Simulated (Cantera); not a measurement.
Equilibrium for carbon deposition, reforming and gasification: CH₃OH + H₂

A closed system holds: 1 mol CH₃OH, 36 mol H₂, equilibrated at 1025 °C.

Equilibrium computed with Cantera from the NASA thermochemical tables; the gas is ideal and each condensed phase is pure. Candidate condensed phases: C, C₆H₆, C₇H₈, C₈H₁₈, H₂O; 110 gas species. The ideal-gas law is rough above about 30 bar. Kinetics and transport are ignored.

| P (Pa) | log p H₂ | log p CH₄ | log p H₂O | log p CO | log p H | log p CO₂ | log p C₂H₆ |
|---|---|---|---|---|---|---|---|
| 10 | -4.01 | -10.92 | -10.84 | -5.59 | -7.98 | -12.66 | <-16 |
| 46 | -3.35 | -9.56 | -9.54 | -4.93 | -7.64 | -11.37 | <-15 |
| 220 | -2.67 | -8.19 | -8.19 | -4.25 | -7.30 | -10.02 | <-14 |
| 1000 | -2.01 | -6.88 | -6.88 | -3.59 | -6.98 | -8.70 | <-14 |
| 4600 | -1.35 | -5.55 | -5.56 | -2.93 | -6.64 | -7.38 | -12.62 |
| 22000 | -0.67 | -4.19 | -4.20 | -2.25 | -6.30 | -6.03 | -10.59 |
| 100000 | -0.01 | -2.89 | -2.89 | -1.61 | -5.98 | -4.74 | -8.63 |
| 460000 | 0.65 | -1.60 | -1.61 | -1.03 | -5.65 | -3.53 | -6.72 |
| 2200000 | 1.32 | -0.42 | -0.43 | -0.69 | -5.31 | -2.68 | -5.04 |
| 10000000 | 1.98 | 0.41 | 0.41 | -0.97 | -4.98 | -2.78 | -4.02 |
log p: log10 of the partial pressure in bar; nothing condenses.

From 0.000100 bar to 100 bar nothing is condensed. The main C-bearing gas is CO at 0.000100 bar and CH₄ at 100 bar.
